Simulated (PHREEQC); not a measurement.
Solution (25 °C): 0.0017 mol/kgw HF, 0.0016 mol/kgw CsF and 4e-05 mol/kgw (NH4)2SiF6. Closed to the air; pH follows from the charge balance.

Equilibrium calculation in PHREEQC: ion-association model, wateq4f.dat.

This is a speciation only: nothing precipitates in the calculation.

What pH does the model give?

pH 3.37.

In which forms is Si present?

SiF6-2 78 %, H4SiO4 22 % of the Si.

SiF6-2 is the database's only silicon fluoride.
